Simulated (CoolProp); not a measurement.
Properties of propylene along the isotherm 463.8 K.

Computed with CoolProp (reference Helmholtz-energy equation of state, Lemmon 2013).

```json
[
 {"p (bar)": "30.4", "phase": "gas", "Z": "0.8933", "isothermal compressibility (1/MPa)": "0.3687"},
 {"p (bar)": "60.7", "phase": "supercritical", "Z": "___", "isothermal compressibility (1/MPa)": "0.2089"},
 {"p (bar)": "91.1", "phase": "supercritical", "Z": "0.6899", "isothermal compressibility (1/MPa)": "0.1485"},
 {"p (bar)": "121", "phase": "supercritical", "Z": "0.6356", "isothermal compressibility (1/MPa)": "___"},
 {"p (bar)": "152", "phase": "supercritical", "Z": "___", "isothermal compressibility (1/MPa)": "0.05670"},
 {"p (bar)": "182", "phase": "supercritical", "Z": "0.6618", "isothermal compressibility (1/MPa)": "0.03600"},
 {"p (bar)": "213", "phase": "supercritical", "Z": "0.7062", "isothermal compressibility (1/MPa)": "0.02471"},
 {"p (bar)": "243", "phase": "supercritical", "Z": "0.7558", "isothermal compressibility (1/MPa)": "___"},
 {"p (bar)": "273", "phase": "supercritical", "Z": "0.8085", "isothermal compressibility (1/MPa)": "0.01452"},
 {"p (bar)": "304", "phase": "supercritical", "Z": "0.8645", "isothermal compressibility (1/MPa)": "0.01180"},
 {"p (bar)": "334", "phase": "supercritical", "Z": "0.9195", "isothermal compressibility (1/MPa)": "0.009935"},
 {"p (bar)": "364", "phase": "supercritical", "Z": "___", "isothermal compressibility (1/MPa)": "0.008553"},
 {"p (bar)": "395", "phase": "supercritical", "Z": "___", "isothermal compressibility (1/MPa)": "0.007462"},
 {"p (bar)": "425", "phase": "supercritical", "Z": "1.087", "isothermal compressibility (1/MPa)": "___"},
 {"p (bar)": "455", "phase": "supercritical", "Z": "1.142", "isothermal compressibility (1/MPa)": "___"}
]
```

### Question
Complete the blanks.

### Answer

- 60.7, Z: 0.7862
- 121, isothermal compressibility (1/MPa): 0.09662
- 152, Z: 0.6331
- 243, isothermal compressibility (1/MPa): 0.01845
- 364, Z: 0.9748
- 395, Z: 1.032
- 425, isothermal compressibility (1/MPa): 0.006632
- 455, isothermal compressibility (1/MPa): 0.005962
